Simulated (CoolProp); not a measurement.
Vapour-liquid equilibrium of cis-2-butene (1) + acetone (2) at 70.55 °C; x and y are mole fractions of (1).

The numbers come from the multi-fluid Helmholtz-energy mixture model, Lemmon 2005 and Lemmon 2006; pair parameters Bell 2016 in CoolProp.

```tsv
x	bubble pressure (bar)	y at the bubble point	dew pressure at overall composition x (bar)	liquid density (mol/L)
0.05	2.294	0.310	1.704	12.43
0.2	3.951	0.636	2.003	11.94
0.35	5.083	0.746	2.421	11.47
0.5	5.843	0.804	3.047	11.03
0.65	6.405	0.848	4.070	10.62
0.8	6.898	0.896	5.790	10.27
0.95	7.357	0.967	7.272	9.993
```

No azeotrope shows between x = 0.05 and 0.95.

The pair parameters rest on a limited set of measurements; away from them the model extrapolates.
